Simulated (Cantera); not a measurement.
An isothermal plug-flow reactor at 825 K and 0.750 bar (inlet), inlet velocity 0.28 m/s, active area per volume 2200 1/m; feed 0.273 % CH₄, 1.86 % O₂, 97.9 % N₂, equivalence ratio 0.29.

Computed with Cantera and Deutschmann's 1995 Pt surface mechanism with GRI-Mech 3.0 gas chemistry. Catalytic surfaces can have several steady states; this one follows from the mechanism file's or the stated starting coverage. Mass transfer to the wall is taken as infinitely fast.

One state of this run: x CH₄ = 0.00176; x O₂ = 0.0167; x H₂O = 0.00192; x CO₂ = 0.000961; x CO = 3.90e-7; θ free Pt = 0.105; θ O* = 0.894; θ OH* = 0.00109. x: gas mole fraction; θ: surface coverage.

**Question.** Which value of z (m) does it belong to?
A) 0.0039
B) 0.0076
C) 0.0011
D) 0.00028

**Answer.** A, 0.0039
